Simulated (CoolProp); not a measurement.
A single-stage vapour-compression cycle with R11: evaporating at 287.15 K (dew point), condensing at 318.15 K (bubble point), superheat 0 K, subcooling 5 K, compressor efficiency 0.6, no pressure losses. Each further row changes one setting.

Values from CoolProp's reference Helmholtz-energy equation of state, Jacobsen 1992.

| case | cooling COP | pressure ratio | discharge temperature (K) | refrigerating effect (kJ/kg) | volumetric capacity (kJ/m³) |
|---|---|---|---|---|---|
| as stated | (withheld) | 2.87 | 342.2 | 162 | 680 |
| evaporating temperature 292.15 K | (withheld) | 2.38 | 337.7 | (withheld) | 822 |
| condensing temperature 313.15 K | 6.31 | 2.46 | (withheld) | 166 | 698 |
| subcooling 10 K | (withheld) | 2.87 | 342.2 | 166 | 698 |
| superheat 10 K | 5.20 | 2.87 | (withheld) | 168 | 678 |
| compressor efficiency 0.5 | 4.34 | 2.87 | (withheld) | 162 | 680 |

### Question
What belongs in the gaps?

### Answer

- as stated, cooling COP: 5.21
- evaporating temperature 292.15 K, cooling COP: 6.41
- evaporating temperature 292.15 K, refrigerating effect (kJ/kg): 164
- condensing temperature 313.15 K, discharge temperature (K): 333.9
- subcooling 10 K, cooling COP: 5.35
- superheat 10 K, discharge temperature (K): 353.4
- compressor efficiency 0.5, discharge temperature (K): 352.0
